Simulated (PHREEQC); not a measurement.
Synthetic water in mg/kgw, 25 °C, pH 7.99, pe 12.4:

```json
[
 {"constituent": "Na", "mg/kgw": "14"},
 {"constituent": "K", "mg/kgw": "10.4"},
 {"constituent": "Ca", "mg/kgw": "6.44"},
 {"constituent": "Mg", "mg/kgw": "6.41"},
 {"constituent": "Cl", "mg/kgw": "12.1"},
 {"constituent": "S(6) as SO4", "mg/kgw": "28.6"},
 {"constituent": "Alkalinity as HCO3", "mg/kgw": "48.9"},
 {"constituent": "Cu(2)", "mg/kgw": "2.8"}
]
```

Valence states are taken as typed.

The numbers come from PHREEQC with the ion-association model, wateq4f.dat.

Each row changes one thing in this solution. Precipitation was switched off in this run.

```tsv
case	ionic strength (mol/kgw)	HCO3- (mol/kgw)	SO4-2 (mol/kgw)	Mg+2 (mol/kgw)	Ca+2 (mol/kgw)	Cu(OH)2 (mol/kgw)	SI of Antlerite (Cu3(OH)4SO4)	SI of Atacamite (Cu2(OH)3Cl)
as made	0.00234	0.000700	0.000280	0.000251	0.000153	4.02e-5	-0.06	-0.25
temperature from 25 to 30 °C at the same typed pH	0.00233	0.000698	0.000279	0.000249	0.000153	3.99e-5	-0.07	-0.03
Alkalinity from 48.9 to 24.4 mg/kgw	0.00214	0.000306	0.000280	0.000251	0.000154	4.20e-5	-0.00	-0.21
all concentrations times 2 at the same typed pH	0.00458	0.00139	0.000539	0.000484	0.000298	7.47e-5	+1.00	+0.58
pH from 7.99 to 8.29 at the same alkalinity	0.00233	0.000689	0.000280	0.000250	0.000153	4.21e-5	-0.60	-0.51
```

Some of these states are supersaturated (in Malachite, Cu(OH)2, for instance). The database's constant for dissolved Cu(OH)2 is higher than later reviews accept.
